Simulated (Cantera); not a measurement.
Input (Python, Cantera):

```python
import numpy as np
import cantera as ct

gas = ct.Solution("gri30.yaml")
gas.TPX = 1723, 13332, {'C2H4': 1, 'H2': 33}
reactor = ct.IdealGasConstPressureReactor(gas, energy="off", clone=False)
net = ct.ReactorNet([reactor])
net.rtol, net.atol = 1e-08, 1e-18
show = ['C2H4', 'H2', 'CH3', 'CH2', 'C2H']
times = np.geomspace(3e-06, 3, 15)

steps = ct.SolutionArray(gas, extra=["t"])
rows = []
print(f"{'t/s':>10s}{'T/K':>9s}{'P/Pa':>11s}" + "".join(f"{s:>11s}" for s in show))
for t in times:
    while net.time < t:
        t_next = net.step()
        steps.append(gas.state, t=t_next)
    rows.append([np.interp(t, steps.t, y) for y in (steps.T, steps.P, *steps(*show).X.T)])
    print(f"{t:10.3e}{rows[-1][0]:9.1f}{rows[-1][1]:11.4g}" + "".join(f"{x:11.3e}" for x in rows[-1][2:]))
rate = np.gradient(steps.T, steps.t)
print("integrator steps:", len(steps.t))
if steps.T.max() > steps.T[0] + 200:
    print(f"time of steepest temperature rise: {steps.t[rate.argmax()]:.4e} s")
gas.TPX = 1723, 13332, {'C2H4': 1, 'H2': 33}
gas.equilibrate("TP")
print(f"equilibrium (TP): T = {gas.T:.1f} K  " + "  ".join(f"{s} {gas[s].X[0]:.3e}" for s in show))
```

Result:

```
       t/s      T/K       P/Pa       C2H4         H2        CH3        CH2        C2H
 3.000e-06   1723.0  1.333e+04  2.940e-02  9.706e-01  2.314e-12  3.600e-13  3.814e-15
 8.048e-06   1723.0  1.333e+04  2.938e-02  9.706e-01  2.217e-11  2.274e-12  2.839e-14
 2.159e-05   1723.0  1.333e+04  2.933e-02  9.706e-01  1.257e-10  1.045e-11  2.076e-13
 5.792e-05   1723.0  1.333e+04  2.920e-02  9.706e-01  4.878e-10  3.503e-11  1.509e-12
 1.554e-04   1723.0  1.333e+04  2.884e-02  9.706e-01  1.751e-09  1.005e-10  1.100e-11
 4.168e-04   1723.0  1.333e+04  2.784e-02  9.706e-01  6.095e-09  2.701e-10  8.147e-11
 1.118e-03   1723.0  1.333e+04  2.503e-02  9.707e-01  1.842e-08  6.620e-10  6.138e-10
 3.000e-03   1723.0  1.333e+04  1.739e-02  9.709e-01  4.540e-08  1.095e-09  3.988e-09
 8.048e-03   1723.0  1.333e+04  4.768e-03  9.712e-01  9.605e-08  5.520e-10  1.477e-08
 2.159e-02   1723.0  1.333e+04  1.740e-04  9.712e-01  2.632e-07  1.134e-10  4.196e-08
 5.792e-02   1723.0  1.333e+04  1.494e-04  9.709e-01  6.788e-07  4.129e-10  8.226e-08
 1.554e-01   1723.0  1.333e+04  1.483e-04  9.709e-01  1.452e-06  8.738e-10  9.071e-08
 4.168e-01   1723.0  1.333e+04  1.479e-04  9.708e-01  3.359e-06  1.905e-09  9.040e-08
 1.118e+00   1723.0  1.333e+04  1.467e-04  9.705e-01  8.144e-06  4.481e-09  8.953e-08
 3.000e+00   1723.0  1.333e+04  1.447e-04  9.701e-01  1.709e-05  9.254e-09  8.794e-08
integrator steps: 690
equilibrium (TP): T = 1723.0 K  C2H4 1.434e-04  H2 9.698e-01  CH3 2.286e-05  CH2 1.230e-08  C2H 8.692e-08
```

Cantera simulation using GRI-Mech 3.0 (53 species, 325 reactions); the numbers are that mechanism's predictions, not measurements. GRI-Mech 3.0 was tuned for natural gas; its chemistry of ethylene as a main component is partial and can be far from experiment. GRI-Mech 3.0 stops at C3 and has no aromatics, soot or wall deposition, so with more carbon than oxygen in the feed, carbon stays in small species such as C2H2 where larger ones or solid carbon would form.
